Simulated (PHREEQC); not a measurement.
Make-up at 56 °C: 0.015 mol/kgw K2CO3 and 4.5e-05 mol/kgw CO2. Closed to the air; pH follows from the charge balance.

Model: ion-association model, wateq4f.dat, run in PHREEQC.

The ionic strength comes out as 0.0420 mol/kgw. What activity coefficients do OH-, K+, HCO3-, CO3-2 get?

OH- 0.81, K+ 0.81, HCO3- 0.83, CO3-2 0.47.

No solid was allowed to form. Complexes and solids missing from the database can't appear. At this temperature some constants are extrapolated from 25 °C, and those without enthalpy data are left unchanged.
